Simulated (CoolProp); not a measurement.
Isohexane along the isotherm 261.55 °C: Z from the reference equation and from simpler models built on Tc = 224.6 °C, pc = 3.043 MPa, ω = 0.280; each cubic takes its own stable root.

The numbers come from the reference Helmholtz-energy equation of state, Lemmon 2006 in CoolProp. It is a short technical equation, of lower accuracy than the large ones.

| p (MPa) | phase | reference | van der Waals | Redlich-Kwong | Soave-Redlich-Kwong | Peng-Robinson |
|---|---|---|---|---|---|---|
| 0.845 | gas | 0.9211 | 0.9266 | 0.9196 | 0.9232 | 0.9136 |
| 1.69 | gas | 0.8322 | 0.8420 | 0.8302 | 0.8387 | 0.8206 |
| 2.54 | gas | 0.7287 | 0.7382 | 0.7263 | 0.7429 | 0.7176 |
| 3.38 | supercritical | 0.6074 | 0.5952 | 0.5998 | 0.6322 | 0.6024 |
| 4.23 | supercritical | 0.4625 | 0.4137 | 0.4453 | 0.5057 | 0.4764 |
| 5.07 | supercritical | 0.3645 | 0.4110 | 0.3903 | 0.4331 | 0.4035 |
| 5.92 | supercritical | 0.3583 | 0.4415 | 0.3980 | 0.4271 | 0.3939 |
| 6.76 | supercritical | 0.3764 | 0.4783 | 0.4195 | 0.4428 | 0.4059 |
| 7.61 | supercritical | 0.4015 | 0.5177 | 0.4459 | 0.4661 | 0.4256 |
